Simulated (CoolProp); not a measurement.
A single-stage vapour-compression cycle with propylene: evaporating at 255.15 K (dew point), condensing at 318.15 K (bubble point), superheat 0 K, subcooling 8 K, compressor efficiency 0.75, no pressure losses. Each further row changes one setting.

Values from CoolProp's reference Helmholtz-energy equation of state, Lemmon 2013.

| case | cooling COP | pressure ratio | discharge temperature (K) | refrigerating effect (kJ/kg) | volumetric capacity (kJ/m³) |
|---|---|---|---|---|---|
| as stated | 2.31 | 5.62 | 347.3 | 264 | 1870 |
| evaporating temperature 260.15 K | 2.62 | 4.75 | 344.1 | 269 | 2240 |
| condensing temperature 313.15 K | 2.60 | 5.03 | 340.9 | 278 | 1970 |
| subcooling 13 K | 2.43 | 5.62 | 347.3 | 278 | 1970 |
| superheat 10 K | 2.32 | 5.62 | 357.6 | 279 | 1880 |
| compressor efficiency 0.65 | 2.00 | 5.62 | 355.8 | 264 | 1870 |
